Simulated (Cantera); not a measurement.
An adiabatic, constant-volume homogeneous reactor starts with CH4 : O2 : N2 = 1 : 1.43 : 5.37 (molar parts), at 1798 K and 15000 Torr.

Cantera simulation using GRI-Mech 3.0 (53 species, 325 reactions); the numbers are that mechanism's predictions, not measurements. The pressure lies above the range GRI-Mech 3.0 was tuned for (to about 10 atm). Above 3000 K some thermodynamic fits are extrapolated.

**Question.** Predict: time of steepest temperature rise; temperature at 0.600 s; equilibrium temperature; x(O2) at 0.600 s; x(HCN) at 0.600 s; x(CO) at 0.600 s; x(OH) at 0.600 s.

**Answer.** 
```json
{
  "time_of_steepest_temperature_rise": "9.42 µs",
  "temperature at 0.600 s": "3307 K",
  "equilibrium_temperature": "3307 K",
  "x(O2) at 0.600 s": "0.00234 (gas-phase equilibrium 0.00234)",
  "x(HCN) at 0.600 s": "5.28e-7 (gas-phase equilibrium 5.28e-7)",
  "x(CO) at 0.600 s": "0.0875 (gas-phase equilibrium 0.0875)",
  "x(OH) at 0.600 s": "0.0157 (gas-phase equilibrium 0.0157)"
}
```
